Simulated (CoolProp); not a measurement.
1000 sccm (0 °C, 1 atm) of nitrogen bubbles through liquid n-nonane at 343.3 K and leaves saturated at a total pressure of 0.11 MPa (ideal gas phase). Each further row changes one setting.

The numbers come from the reference Helmholtz-energy equation of state, Lemmon 2006 in CoolProp. It is a short technical equation, of lower accuracy than the large ones.

| case | vapour pressure (kPa) | mole fraction of vapour | delivery (mg/min) | delivery (sccm) | change of delivery for a bath 1 K warmer (%) |
|---|---|---|---|---|---|
| as stated | 6.36 | (withheld) | (withheld) | (withheld) | 4.8 |
| bath temperature 348.3 K | 7.91 | (withheld) | 443 | 77.5 | 4.7 |
| total pressure 0.22 MPa | 6.36 | 0.0289 | (withheld) | 29.8 | 4.7 |

Question: What belongs in the gaps?

Answer: 
- as stated, mole fraction of vapour: 0.0578
- as stated, delivery (mg/min): 351
- as stated, delivery (sccm): 61.3
- bath temperature 348.3 K, mole fraction of vapour: 0.0719
- total pressure 0.22 MPa, delivery (mg/min): 170
